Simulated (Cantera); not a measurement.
Reactions in the system F-H-O-Si

Cantera with NASA thermochemical tables; ideal gases at 1 bar, condensed phases pure. Values are per mole of reaction as written; species without (g) are pure solids or liquids, kept so even where they would boil at 1 bar.

SiHF₃(g) → F₂(g) + Si + HF(g)

```tsv
T (K)	ΔH° (kJ)	ΔS° (J/K)	ΔG° (kJ)	log10 K
2675	973.4	150.0	572.2	-11.17
2725	973.2	149.9	564.7	-10.83
2775	973.0	149.8	557.2	-10.49
2825	972.7	149.7	549.8	-10.16
2875	972.5	149.6	542.3	-9.85
2925	972.2	149.5	534.8	-9.55
```

3 O₂(g) + 2 SiH₃(g) → 3 H₂O₂(g) + 2 Si

```
T (K)  ΔH° (kJ)  ΔS° (J/K)  ΔG° (kJ)  log10 K
-----  --------  ---------  --------  -------
2675     -716.8     -239.9     -75.1     1.47
2725     -716.4     -239.7     -63.1     1.21
2775     -716.0     -239.6     -51.1     0.96
2825     -715.5     -239.4     -39.2     0.72
2875     -715.1     -239.3     -27.2     0.49
2925     -714.6     -239.1     -15.2     0.27
```
